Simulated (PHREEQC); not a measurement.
Solution (50 °C): 0.067 mol CdCl2, 0.16 mol CaCl2, 0.00021 mol NaHCO3 and 0.28 mol Na2SO4 per kg of water. Closed to the air; pH follows from the charge balance.

Computed with PHREEQC (ion-association model, wateq4f.dat).

No solid was allowed to form.

### Question
What pH, activity of water, ionic strength does the model give?

### Answer
pH 6.49; activity of water 0.978; ionic strength 0.927 mol/kgw.

### Question
In which forms is C present?

### Answer
HCO3- 56 %, CO2 19 %, CaHCO3+ 17 %, NaHCO3 5.8 %, CdHCO3+ 1.6 % of the C.

The solution is supersaturated, for example in Otavite, Gypsum, so a real one may precipitate; this is no full list. Ionic strength above about 0.7 mol/kgw puts this run outside the model's range. Complexes and solids missing from the database can't appear. Constants without temperature data keep their 25 °C values here.
